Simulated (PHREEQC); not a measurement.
**Ultrapure water in contact with air or piping: speciation**

Model water analysis in mg/L, 20 °C, pH 6.32, pe 12.8: Na 0.0559; K 0.0121; Ca 0.258; Mg 0.0215; Cl 0.0396; S(6) as SO4 0.109; Alkalinity as HCO3 0.887; O(0) (dissolved oxygen) 0.0119; Si as SiO2 0.000424; Pb 0.000536; Sr 0.00961.

Valence states are taken as typed.

Model: ion-association model, phreeqc.dat, run in PHREEQC.

```
Quantity                       Result
--------------------  ---------------
ionic strength        2.68e-5 mol/kgw
charge-balance error           -0.9 %
```

| species | molality | activity | log γ |
|---|---|---|---|
| CO2 | 1.72e-5 | 1.72e-5 | 0.000 |
| HCO3- | 1.50e-5 | 1.49e-5 | -0.003 |
| Ca+2 | 6.44e-6 | 6.28e-6 | -0.010 |
| Na+ | 2.43e-6 | 2.42e-6 | -0.003 |
| SO4-2 | 1.13e-6 | 1.11e-6 | -0.010 |
| Cl- | 1.12e-6 | 1.11e-6 | -0.003 |
| Mg+2 | 8.84e-7 | 8.63e-7 | -0.010 |
| H+ | 4.81e-7 | 4.79e-7 | -0.003 |
| O2 | 3.72e-7 | 3.72e-7 | 0.000 |
| K+ | 3.09e-7 | 3.08e-7 | -0.003 |
| Sr+2 | 1.10e-7 | 1.07e-7 | -0.010 |

This is a speciation only: nothing precipitates in the calculation.
